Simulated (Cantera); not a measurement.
Cantera run, input and output.

```python
import numpy as np
import cantera as ct

gas = ct.Solution("h2o2.yaml")
gas.TPX = 625, 11000, {'H2': 1, 'O2': 0.725, 'N2': 2.72}
flame = ct.FreeFlame(gas, width=0.19)
flame.set_refine_criteria(ratio=3, slope=0.08, curve=0.16)
flame.transport_model = "mixture-averaged"
flame.solve(loglevel=0, auto=True)
z, T = flame.grid, flame.T
thick = (T[-1] - T[0]) / np.gradient(T, z).max()
show = ['H2', 'O2', 'OH', 'HO2', 'O', 'H']
print(f"laminar burning velocity  {flame.velocity[0] * 100:.3f} cm/s")
print(f"burnt temperature         {T[-1]:.1f} K")
print(f"thermal thickness         {thick * 1e3:.4f} mm")
print(f"grid points               {len(z)}")
z0 = z[flame.heat_release_rate.argmax()]
print(f"{'z/mm':>9s}{'T/K':>9s}{'u/(m/s)':>9s}" + "".join(f"{s:>11s}" for s in show))
rows = []
for k in (-3, -2, -1.5, -1, -0.5, -0.25, 0, 0.25, 0.5, 1, 2, 4, 8):
    zz = z0 + k * thick
    rows.append([k * thick, np.interp(zz, z, T), np.interp(zz, z, flame.velocity),
                 *(np.interp(zz, z, flame.X[gas.species_index(s)]) for s in show)])
    print(f"{rows[-1][0] * 1e3:9.3f}{rows[-1][1]:9.1f}{rows[-1][2]:9.3f}" + "".join(f"{x:11.3e}" for x in rows[-1][3:]))
```

It prints:

```
laminar burning velocity  526.452 cm/s
burnt temperature         2201.2 K
thermal thickness         8.6703 mm
grid points               124
     z/mm      T/K  u/(m/s)         H2         O2         OH        HO2          O          H
  -26.011    625.0    5.265  2.250e-01  1.631e-01  1.213e-17  2.711e-13  1.717e-16  4.316e-15
  -17.341    625.0    5.265  2.250e-01  1.631e-01  9.111e-15  2.866e-11  1.187e-13  3.612e-12
  -13.005    625.0    5.265  2.250e-01  1.631e-01  1.444e-12  2.359e-09  1.694e-11  6.381e-10
   -8.670    625.0    5.265  2.250e-01  1.631e-01  6.334e-10  4.296e-07  4.578e-09  2.145e-07
   -4.335    632.0    5.318  2.235e-01  1.630e-01  2.315e-05  4.045e-05  9.777e-06  3.083e-04
   -2.168    735.4    6.127  2.032e-01  1.597e-01  2.779e-04  2.963e-05  3.151e-04  6.889e-03
    0.000   1072.5    8.690  9.341e-02  1.196e-01  2.944e-03  1.473e-05  7.584e-03  4.731e-02
    2.168   1327.7   10.628  2.690e-02  7.449e-02  7.291e-03  7.786e-06  1.751e-02  5.952e-02
    4.335   1445.6   11.492  2.337e-02  6.868e-02  9.472e-03  6.079e-06  1.835e-02  5.072e-02
    8.670   1580.0   12.447  2.288e-02  6.555e-02  1.198e-02  4.752e-06  1.718e-02  3.910e-02
   17.341   1723.7   13.438  2.109e-02  6.267e-02  1.426e-02  3.622e-06  1.482e-02  2.755e-02
   34.681   1866.3   14.393  1.776e-02  6.014e-02  1.564e-02  2.660e-06  1.161e-02  1.737e-02
   69.362   1996.7   15.244  1.329e-02  5.817e-02  1.556e-02  1.923e-06  8.113e-03  9.469e-03
```

Cantera simulation using the H2/O2 subset of GRI-Mech 3.0, which has no nitrogen chemistry; the numbers are that mechanism's predictions, not measurements. Burning velocities carry a grid error of a few per cent, more on coarse grids. Lean hydrogen flames are cellular in practice and burn faster than this planar one.
